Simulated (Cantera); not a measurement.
Input: 1 mol CH3Cl, 0.52 mol H2, held at 2700 °C and 21.0 Pa.

These are equilibrium values from Cantera (NASA tables, ideal gas, pure condensed phases), not measurements of a reactor. Candidate condensed phases: C, C6H6, C7H8, C8H18; 91 gas species. The numbers say what is thermodynamically allowed, not how fast it happens.

Base state: H 0.713, Cl 0.178, C 0.0576, C3 0.0329, C2 0.0107, H2 0.00506, HCl 0.00185, C2H 0.000649 (mole fractions); condensed: gas only.

### Question
What changes in the equilibrium state with this change: pressure from 21.0 Pa to 39.0 Pa?

### Answer
```tsv
species	before	after
H	0.713	0.716
Cl	0.178	0.180
C	0.0576	0.0406
C3	0.0329	0.0398
H2	0.00506	0.00947
C2	0.0107	0.00992
C2H2 (acetylene)	2.79e-5	8.94e-5
C5	5.31e-5	0.000110
HCl	0.00185	0.00348
```
